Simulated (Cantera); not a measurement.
A closed system holds: 1 mol Ti(OiPr)₄, 2.8 mol H₂, 0.0011 mol CH₄, equilibrated at 750 Torr.

Method: chemical equilibrium by Gibbs-energy minimisation in Cantera with the NASA 1993 tables (ideal gas, pure condensed phases). Candidate condensed phases: C, C₆H₆, C₇H₈, C₈H₁₈, H₂O, Ti, TiC, TiO, TiO₂, Ti₂O₃, Ti₃O₅, Ti₄O₇; 113 gas species. The feed counts by its element totals alone. Mutual solubility and eutectic melting of coexisting phases are not modelled. TiC: taken at fixed stoichiometry. Kinetics and transport are ignored.

x: gas mole fraction; n: condensed amount in mol.

| T (K) | x H₂ | x CO | x CH₄ | x H₂O | x H | n C(graphite) | n Ti₃O₅(s) | n TiC(s) |
|---|---|---|---|---|---|---|---|---|
| 1373 | 0.874 | 0.122 | 0.00384 | ? | 3.11e-6 | 9.60 | 0.333 | 0 |
| 1423 | 0.875 | 0.122 | 0.00291 | ? | 6.21e-6 | 9.62 | 0.333 | 0 |
| 1473 | 0.823 | 0.175 | 0.00199 | ? | 1.15e-5 | 7.66 | 0.0868 | 0.740 |
| 1523 | 0.806 | 0.192 | 0.00150 | ? | 2.07e-5 | 6.97 | 0 | 1.00 |
| 1573 | 0.806 | 0.192 | 0.00119 | ? | 3.65e-5 | 6.98 | 0 | 1.00 |
| 1623 | 0.806 | 0.192 | 0.000964 | ? | 6.21e-5 | 6.98 | 0 | 1.00 |
| 1673 | 0.807 | 0.192 | 0.000790 | ? | 0.000102 | 6.98 | 0 | 1.00 |
| 1723 | 0.807 | 0.192 | 0.000655 | ? | 0.000164 | 6.99 | 0 | 1.00 |

Task: Some entries are withheld; supply them.

Result: 
- 1373, x H₂O: 0.000499
- 1423, x H₂O: 0.000329
- 1473, x H₂O: 0.000302
- 1523, x H₂O: 0.000226
- 1573, x H₂O: 0.000161
- 1623, x H₂O: 0.000117
- 1673, x H₂O: 8.73e-5
- 1723, x H₂O: 6.60e-5
